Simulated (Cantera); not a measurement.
# Cu + F₂ + N₂ (aluminium and copper etching)

Charge: 1 mol Cu, 7.6 mol F₂, 3 mol N₂, equilibrated at 0.000290 bar.

These are equilibrium values from Cantera (NASA tables, ideal gas, pure condensed phases), not measurements of a reactor. Candidate condensed phases: Cu, CuF₂; 11 gas species. Rates play no part.

| T (K) | x NF₃ | x F | x F₂ | x N₂ | x CuF₂ | x CuF | x NF₂ | n CuF₂(s) |
|---|---|---|---|---|---|---|---|---|
| 525 | 0.787 | 0.000178 | 0.0478 | 0.165 | <1e-12 | <1e-12 | 3.28e-10 | 1.00 |
| 625 | 0.249 | 0.0109 | 0.476 | 0.264 | 3.00e-10 | <1e-12 | 1.44e-8 | 1.00 |
| 725 | 0.0111 | 0.105 | 0.590 | 0.294 | 3.24e-7 | <1e-12 | 4.64e-8 | 1.000 |
| 825 | 0.000319 | 0.413 | 0.339 | 0.248 | 6.05e-5 | <1e-12 | 4.87e-8 | 0.999 |
| 925 | 4.03e-6 | 0.720 | 0.0777 | 0.199 | 0.00347 | 4.71e-12 | 1.72e-8 | 0.948 |
| 1025 | 3.69e-8 | 0.754 | 0.0106 | 0.176 | 0.0588 | 5.42e-9 | 3.42e-9 | 0 |
| 1125 | 7.58e-10 | 0.765 | 0.00194 | 0.175 | 0.0583 | 1.77e-7 | 8.97e-10 | 0 |
| 1225 | 2.86e-11 | 0.767 | 0.000459 | 0.174 | 0.0582 | 3.34e-6 | 2.88e-10 | 0 |
| 1325 | 1.77e-12 | 0.767 | 0.000134 | 0.174 | 0.0581 | 4.05e-5 | 1.09e-10 | 0 |
x: gas mole fraction; n: condensed amount in mol.

From 525 K to 925 K the condensed part is CuF₂(s). From 1025 K to 1325 K nothing is condensed.
